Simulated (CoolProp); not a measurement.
Model: reference Helmholtz-energy equation of state, Leachman 2009, in CoolProp.

Task: Give the vapour pressure (MPa), vapour Z, surface tension (mN/m), liquid conductivity (mW/(m K)) of saturated normal hydrogen at 29.2 K.

Result: 
```csv
T (K),p (MPa),vapour Z,surface tension (mN/m),liquid conductivity (mW/(m K))
29.2,0.705,0.658,0.460,96.5
```

Thermal conductivity comes from a separate model (Assael 2011). Surface tension comes from a separate correlation (Mulero 2012).
